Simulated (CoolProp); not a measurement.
Vapour-liquid equilibrium of ethanol (1) + cyclohexane (2) at 1.99 MPa; x and y are mole fractions of (1).

The numbers come from the multi-fluid Helmholtz-energy mixture model, Schroeder 2014 and Zhou 2014; pair parameters Bell 2016 in CoolProp.

Q: Give the bubble temperature and the first vapour's composition at x = 0.25, 0.35, 0.65. Is there an azeotrope?

A: x = 0.25: 462.7 K, y = 0.463; x = 0.35: 458.0 K, y = 0.535; x = 0.65: 452.0 K, y = 0.695. y crosses x between x = 0.75 and 0.85: the model has an azeotrope there.

Pair parameters are fitted to limited data, so mixtures are less certain than the pure fluids.
